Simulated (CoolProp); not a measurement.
Vapour-liquid equilibrium of n-butane (1) + n-decane (2) at 0.934 bar; x and y are mole fractions of (1).

Computed with CoolProp (multi-fluid Helmholtz-energy mixture model, Bücker 2006 and Lemmon 2006; pair parameters Kunz 2012).

```json
[
 {"x": "0.05", "bubble temperature (°C)": "109.8", "y at the bubble point": "0.851", "dew temperature at overall composition x (°C)": "168.9", "liquid density (mol/L)": "4.754"},
 {"x": "0.15", "bubble temperature (°C)": "56.1", "y at the bubble point": "0.988", "dew temperature at overall composition x (°C)": "164.6", "liquid density (mol/L)": "5.347"},
 {"x": "0.25", "bubble temperature (°C)": "36.1", "y at the bubble point": "0.997", "dew temperature at overall composition x (°C)": "159.9", "liquid density (mol/L)": "5.782"},
 {"x": "0.35", "bubble temperature (°C)": "25.1", "y at the bubble point": "0.998", "dew temperature at overall composition x (°C)": "154.8", "liquid density (mol/L)": "6.202"},
 {"x": "0.45", "bubble temperature (°C)": "17.8", "y at the bubble point": "0.999", "dew temperature at overall composition x (°C)": "149.0", "liquid density (mol/L)": "6.641"},
 {"x": "0.55", "bubble temperature (°C)": "12.4", "y at the bubble point": "1.000", "dew temperature at overall composition x (°C)": "142.3", "liquid density (mol/L)": "7.119"},
 {"x": "0.65", "bubble temperature (°C)": "8.2", "y at the bubble point": "1.000", "dew temperature at overall composition x (°C)": "134.3", "liquid density (mol/L)": "7.654"},
 {"x": "0.75", "bubble temperature (°C)": "4.7", "y at the bubble point": "1.000", "dew temperature at overall composition x (°C)": "124.1", "liquid density (mol/L)": "8.268"},
 {"x": "0.85", "bubble temperature (°C)": "1.6", "y at the bubble point": "1.000", "dew temperature at overall composition x (°C)": "110.0", "liquid density (mol/L)": "8.991"},
 {"x": "0.95", "bubble temperature (°C)": "-1.2", "y at the bubble point": "1.000", "dew temperature at overall composition x (°C)": "83.5", "liquid density (mol/L)": "9.868"}
]
```

No azeotrope shows between x = 0.05 and 0.95.

The pair parameters rest on a limited set of measurements; away from them the model extrapolates. The gap from Raoult's law changes sign with composition, which may be real or a fault of the pair parameters; it wasn't checked against measurements.
